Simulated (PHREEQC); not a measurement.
A PHREEQC speciation (ion-association model, wateq4f.dat) at 85 °C gives pH 3.45 and these molalities:

```
species     mol/kgw
---------  --------
AlSO4+       0.0711
Na+          0.0624
SO4-2        0.0559
Al(SO4)2-    0.0376
Al+3        0.00637
NaSO4-      0.00565
HSO4-       0.00312
AlOH+2      0.00218
Al(OH)2+   0.000701
H+         0.000458
AlHSO4+2    1.49e-5
Al(OH)3     3.70e-6
```

Problem. What are the element totals, and what could have been dissolved in 1 kg of water to give them?

Solution. One answer among several that fit: totals Al 0.118, Na 0.0680, S(6) 0.211 mol/kgw, from 0.059 mol Al2(SO4)3 and 0.034 mol Na2SO4 per kg of water.

This is a speciation only: nothing precipitates in the calculation. Examples of supersaturated solids here: Boehmite (slow to form), Gibbsite (slow to form). Others may be too. Away from 25 °C the constants follow the database's enthalpies or fits; those with neither stay at their 25 °C values.
